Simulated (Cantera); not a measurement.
Feed: 1 mol Si, 2.8 mol HCl, 5.1 mol H₂, equilibrated at 525 K and 0.133 bar.

Method: chemical equilibrium by Gibbs-energy minimisation in Cantera with the NASA 1993 tables (ideal gas, pure condensed phases). Candidate condensed phases: Si; 19 gas species. Rates play no part.

Base state: H₂ 0.893, SiCl₄ 0.0732, SiHCl₃ 0.0328, SiH₂Cl₂ 0.000562 (mole fractions); condensed: Si(s).

Q: What changes in the equilibrium state with this change: temperature from 525 K to 1123.15 K?

A: 
```csv
species,before,after
H₂,0.893,0.863
SiCl₄,0.0732,0.0631
HCl,7.20e-6,0.0419
SiHCl₃,0.0328,0.0223
SiCl₂,<1e-9,0.00430
SiCl₃,1.39e-8,0.00467
SiH₃Cl,1.71e-6,1.12e-5
SiH₂Cl₂,0.000562,0.000966
"Si(s), mol",0.239,0.308
```
The tables' values for SiCl₃ are old estimates; treat these amounts as uncertain.
